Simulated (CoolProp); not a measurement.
Vapour pressure (MPa) of R11: the reference equation beside estimates from Tc = 471.1 K, pc = 4.408 MPa, ω = 0.189. Clausius-Clapeyron is anchored at 248.1 K with a constant enthalpy of vaporisation of 27.24 kJ/mol.

Model: reference Helmholtz-energy equation of state, Jacobsen 1992, in CoolProp.

```tsv
T (K)	reference	Clausius-Clapeyron	van der Waals	Redlich-Kwong	Peng-Robinson
237.1	0.006472	0.006541	0.1280	0.01089	0.006838
248.1	0.01207	0.01207	0.1726	0.01987	0.01256
259.1	0.02117	0.02114	0.2273	0.03399	0.02176
270.1	0.03520	0.03538	0.2930	0.05507	0.03586
281.1	0.05592	0.05686	0.3708	0.08512	0.05657
292.1	0.08534	0.08819	0.4616	0.1264	0.08586
303	0.1253	0.1320	0.5653	0.1806	0.1256
314	0.1791	0.1928	0.6848	0.2512	0.1790
325	0.2492	0.2745	0.8198	0.3403	0.2485
336	0.3384	0.3818	0.9713	0.4504	0.3371
347	0.4500	0.5200	1.140	0.5839	0.4480
358	0.5870	0.6950	1.326	0.7432	0.5845
369	0.7530	0.9129	1.531	0.9308	0.7500
380	0.9515	1.180	1.755	1.149	0.9484
391	1.186	1.504	1.999	1.400	1.184
```

Absolute difference from the reference over all 15 rows, mean and median: Clausius-Clapeyron 9.9 and 7.6 %, van der Waals 500.2 and 282.4 %, Redlich-Kwong 41.5 and 40.3 %, Peng-Robinson 1.3 and 0.4 %.
